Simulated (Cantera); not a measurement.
Feed: 1 mol SiCl₄, 1.5 mol Cl₂, 0.42 mol H₂, held at 1150 K and 1130 Torr.

These are equilibrium values from Cantera (NASA tables, ideal gas, pure condensed phases), not measurements of a reactor. Candidate condensed phases: Si; 19 gas species. Equilibrium is a limit: real reactors are often held back by kinetics, nucleation or transport.

Base state: Cl₂ 0.369, SiCl₄ 0.342, HCl 0.287, Cl 0.00136 (mole fractions); condensed: gas only.

Q: What changes in the equilibrium state with this change: temperature from 1150 K to 973 K?

A: 
| species | before | after |
|---|---|---|
| Cl₂ | 0.369 | 0.370 |
| SiCl₄ | 0.342 | 0.342 |
| HCl | 0.287 | 0.288 |
| Cl | 0.00136 | 0.000127 |
